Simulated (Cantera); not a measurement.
**Hydrogen reduction and annealing atmospheres: V2O5 + H2 + N2**

Charge: 1 mol V2O5, a varied amount of H2, 1.6 mol N2, at 798 K and 1.33 mbar.

Method: chemical equilibrium by Gibbs-energy minimisation in Cantera with the NASA 1993 tables (ideal gas, pure condensed phases). Candidate condensed phases: H2O, V, VN, VO, V2O3, V2O4, V2O5; 28 gas species. Condensed phases not in the tables: the oxides between V2O3 and V2O5 other than VO2. Equilibrium is a limit: real reactors are often held back by kinetics, nucleation or transport.

```
n(H2) (mol)   x H2    x H2O     x N2    x NH3  n V2O3(s)
-----------  -----  -------  -------  -------  ---------
34           0.899   0.0562   0.0449  7.35e-7       1.00
60           0.942   0.0325   0.0260  5.99e-7       1.00
100          0.965   0.0197   0.0157  4.84e-7       1.00
180          0.980   0.0110  0.00881  3.70e-7       1.00
320          0.989  0.00622  0.00497  2.82e-7       1.00
560          0.994  0.00356  0.00285  2.15e-7       1.00
980          0.996  0.00204  0.00163  1.63e-7       1.00
```
x: gas mole fraction; n: condensed amount in mol.

From 34 mol H2 to 980 mol H2 the condensed part is V2O3(s).
